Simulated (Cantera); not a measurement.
Cantera run:

```python
import numpy as np
import cantera as ct

gas_names = """
    H NF3 N2 HF
""".split()
cond_names = """

""".split()


# ... load() reads the species with a 1 bar reference pressure and builds the phases ...
species = {s.name: s for s in load("nasa_gas.yaml", gas_names) + load("nasa_condensed.yaml", cond_names)}
# Each term lists the table entries of one substance; the one whose range holds T is used.
reactions = {
    '6 H(g) + 2 NF3(g) = N2(g) + 6 HF(g)':
        [(-6, ['H']), (-2, ['NF3']), (1, ['N2']), (6, ['HF'])],
}


def pick(names, T):
    return next(species[n] for n in names if species[n].thermo.min_temp <= T <= species[n].thermo.max_temp)


results = []
for label, terms in reactions.items():
    print(label)
    print("     T/K   dH/kJ  dS/(J/K)   dG/kJ   log10 K")
    for T in [673, 773, 873, 973, 1073, 1173, 1273, 1373, 1473]:
        used = [(nu, pick(names, T)) for nu, names in terms]
        dH = sum(nu * s.thermo.h(T) for nu, s in used) / 1e6
        dS = sum(nu * s.thermo.s(T) for nu, s in used) / 1e3
        dG = dH - T * dS / 1e3
        logK = -dG * 1e6 / (ct.gas_constant * T * np.log(10))
        results.append((label, T, dH, dS, dG, logK, [s.name for _, s in used]))
        print(f"{T:8g} {dH:8.1f} {dS:8.1f} {dG:8.1f} {logK:8.2f}")
```

It prints:

```
6 H(g) + 2 NF3(g) = N2(g) + 6 HF(g)
     T/K   dH/kJ  dS/(J/K)   dG/kJ   log10 K
     673  -2699.6    -16.2  -2688.7   208.68
     773  -2706.5    -25.8  -2686.6   181.54
     873  -2713.6    -34.4  -2683.5   160.56
     973  -2720.8    -42.2  -2679.7   143.85
    1073  -2727.9    -49.2  -2675.1   130.22
    1173  -2734.8    -55.4  -2669.9   118.89
    1273  -2741.7    -61.0  -2664.1   109.31
    1373  -2748.4    -66.0  -2657.7   101.11
    1473  -2754.9    -70.6  -2650.9    94.00
```

Cantera with NASA thermochemical tables; ideal gases at 1 bar, condensed phases pure. Condensed species are held in their standard states even where they would react or evaporate.
